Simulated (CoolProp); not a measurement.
Vapour-liquid equilibrium of ethylene (1) + isobutane (2) at 247.6 K; x and y are mole fractions of (1).

Model: multi-fluid Helmholtz-energy mixture model, Smukala 2000 and Bücker 2006; pair parameters Bell 2016, in CoolProp.

```tsv
x	bubble pressure, mixture model (MPa)	bubble pressure, Raoult's law (MPa)	y, mixture model	y, Raoult's law
0.05	0.1335	0.1635	0.582	0.669
0.15	0.2957	0.3763	0.821	0.871
0.25	0.4704	0.5892	0.895	0.927
0.35	0.6578	0.8021	0.930	0.954
0.45	0.8575	1.015	0.951	0.969
0.55	1.069	1.228	0.965	0.979
0.65	1.291	1.441	0.976	0.986
0.75	1.524	1.654	0.983	0.991
0.85	1.770	1.867	0.990	0.995
0.95	2.037	2.079	0.997	0.999
```

The largest gap from Raoult's law is -21.4 % in bubble pressure, at x = 0.15. No azeotrope shows between x = 0.05 and 0.95.

Pair parameters are fitted to limited data, so mixtures are less certain than the pure fluids.
